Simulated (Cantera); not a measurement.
# Adiabatic ignition

An adiabatic, constant-pressure homogeneous reactor starts with CH4 : C2H6 : C3H8 : O2 : N2 = 1 : 0.16 : 0.13 : 2.92 : 11 (molar parts), at 1023 K and 750 Torr.

Computed with Cantera and GRI-Mech 3.0 (53 species, 325 reactions).

```json
[
 {"t (s)": "8.00e-6", "T (K)": "1023", "x CH4": "0.0657", "x C2H6": "0.0105", "x C3H8": "0.00855", "x C2H4": "6.45e-10", "x CH3": "1.52e-9", "x NO": "<1e-12", "x H": "4.51e-12"},
 {"t (s)": "2.01e-5", "T (K)": "1023", "x CH4": "0.0657", "x C2H6": "0.0105", "x C3H8": "0.00855", "x C2H4": "2.20e-9", "x CH3": "3.83e-9", "x NO": "<1e-12", "x H": "5.42e-12"},
 {"t (s)": "5.04e-5", "T (K)": "1023", "x CH4": "0.0657", "x C2H6": "0.0105", "x C3H8": "0.00855", "x C2H4": "6.36e-9", "x CH3": "9.55e-9", "x NO": "<1e-12", "x H": "5.80e-12"},
 {"t (s)": "0.000127", "T (K)": "1023", "x CH4": "0.0657", "x C2H6": "0.0105", "x C3H8": "0.00855", "x C2H4": "1.78e-8", "x CH3": "2.34e-8", "x NO": "<1e-12", "x H": "6.75e-12"},
 {"t (s)": "0.000318", "T (K)": "1023", "x CH4": "0.0657", "x C2H6": "0.0105", "x C3H8": "0.00855", "x C2H4": "5.24e-8", "x CH3": "5.54e-8", "x NO": "<1e-12", "x H": "9.48e-12"},
 {"t (s)": "0.000798", "T (K)": "1023", "x CH4": "0.0657", "x C2H6": "0.0105", "x C3H8": "0.00855", "x C2H4": "1.74e-7", "x CH3": "1.22e-7", "x NO": "<1e-12", "x H": "1.87e-11"},
 {"t (s)": "0.00200", "T (K)": "1023", "x CH4": "0.0657", "x C2H6": "0.0105", "x C3H8": "0.00855", "x C2H4": "6.73e-7", "x CH3": "2.42e-7", "x NO": "<1e-12", "x H": "5.79e-11"},
 {"t (s)": "0.00503", "T (K)": "1023", "x CH4": "0.0657", "x C2H6": "0.0105", "x C3H8": "0.00855", "x C2H4": "3.35e-6", "x CH3": "5.34e-7", "x NO": "<1e-12", "x H": "2.96e-10"},
 {"t (s)": "0.0126", "T (K)": "1023", "x CH4": "0.0657", "x C2H6": "0.0105", "x C3H8": "0.00853", "x C2H4": "3.24e-5", "x CH3": "1.97e-6", "x NO": "<1e-12", "x H": "3.30e-9"},
 {"t (s)": "0.0317", "T (K)": "1025", "x CH4": "0.0655", "x C2H6": "0.0102", "x C3H8": "0.00829", "x C2H4": "0.000560", "x CH3": "6.65e-6", "x NO": "<1e-12", "x H": "3.22e-8"},
 {"t (s)": "0.0797", "T (K)": "2578", "x CH4": "<1e-12", "x C2H6": "<1e-12", "x C3H8": "<1e-12", "x C2H4": "<1e-12", "x CH3": "<1e-12", "x NO": "0.00444", "x H": "0.00457"},
 {"t (s)": "0.200", "T (K)": "2577", "x CH4": "<1e-12", "x C2H6": "<1e-12", "x C3H8": "<1e-12", "x C2H4": "<1e-12", "x CH3": "<1e-12", "x NO": "0.00448", "x H": "0.00457"}
]
```
x: mole fraction; the columns are a selection and need not sum to one.

```json
{
  "time_of_steepest_temperature_rise": "57.7 ms",
  "temperature at 0.200 s": "2577 K",
  "equilibrium_temperature": "2577 K",
  "x(CH4) at 0.200 s": "<1e-12 (gas-phase equilibrium <1e-12)",
  "x(C2H6) at 0.200 s": "<1e-12 (gas-phase equilibrium <1e-12)",
  "x(C3H8) at 0.200 s": "<1e-12 (gas-phase equilibrium <1e-12)"
}
```
